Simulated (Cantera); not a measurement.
A perfectly stirred reactor is fed with CO : H₂ : CH₄ : O₂ : N₂ = 1 : 0.05 : 0.35 : 0.721 : 3.53 (molar parts), at 0.809 atm; it is adiabatic with a 325 K inlet, and is followed from long to short residence time, starting on the burning branch (τ in s: 0.22, 0.097, 0.043, 0.019, 0.0082, 0.0036, 0.0016, 0.00069, 0.0003, 0.00013, 5.8e-05).

Detailed kinetics in Cantera: GRI-Mech 3.0 (53 species, 325 reactions).

**Question.** Predict: blow-out, bracketed by the residence times tried; x(CO) at τ = 0.220 s; x(H₂) at τ = 0.220 s; x(CH₄) at τ = 0.220 s; x(OH) at τ = 0.220 s; x(CO) at τ = 3.60 ms; x(H₂) at τ = 3.60 ms; x(CH₄) at τ = 3.60 ms; x(OH) at τ = 3.60 ms.

**Answer.** 
| Quantity | Result |
|---|---|
| blow-out, bracketed by the residence times tried | burning at 0.690 ms, out at 0.300 ms |
| x(CO) at τ = 0.220 s | 0.142 |
| x(H₂) at τ = 0.220 s | 0.0361 |
| x(CH₄) at τ = 0.220 s | 9.27e-5 |
| x(OH) at τ = 0.220 s | 0.000117 |
| x(CO) at τ = 3.60 ms | 0.143 |
| x(H₂) at τ = 3.60 ms | 0.0349 |
| x(CH₄) at τ = 3.60 ms | 0.000176 |
| x(OH) at τ = 3.60 ms | 0.000808 |
